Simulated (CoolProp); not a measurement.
R22 along the isotherm 414.4 K: fugacity coefficient from the reference equation and from simpler models built on Tc = 369.3 K, pc = 4.990 MPa, ω = 0.221; each cubic takes its own stable root.

Computed with CoolProp (reference Helmholtz-energy equation of state, Kamei 1995).

```tsv
p (MPa)	phase	reference	Redlich-Kwong	Soave-Redlich-Kwong	Peng-Robinson
0.158	gas	0.9927	0.9923	0.9927	0.9917
0.238	gas	0.9891	0.9884	0.9891	0.9875
0.359	gas	0.9835	0.9826	0.9835	0.9811
0.542	gas	…	0.9738	…	…
0.817	gas	0.9626	0.9606	0.9627	0.9574
1.23	gas	0.9439	0.9409	0.9442	0.9364
1.86	gas	0.9156	0.9114	0.9162	…
2.81	gas	0.8735	0.8676	0.8749	0.8590
4.23	gas	0.8119	0.8038	0.8150	0.7933
6.39	supercritical	0.7210	0.7101	0.7277	0.7002
9.63	supercritical	0.5962	0.5847	…	0.5809
14.5	supercritical	0.4747	0.4722	…	0.4690
21.9	supercritical	0.3910	0.3969	0.4257	0.3895
33.1	supercritical	0.3463	0.3592	…	0.3449
49.9	supercritical	0.3421	0.3631	0.3951	0.3369
```

Q: Some entries are withheld; supply them.

A: 
- 0.542, reference: 0.9751
- 0.542, Soave-Redlich-Kwong: 0.9752
- 0.542, Peng-Robinson: 0.9716
- 1.86, Peng-Robinson: 0.9050
- 9.63, Soave-Redlich-Kwong: 0.6118
- 14.5, Soave-Redlich-Kwong: 0.5017
- 33.1, Soave-Redlich-Kwong: 0.3883
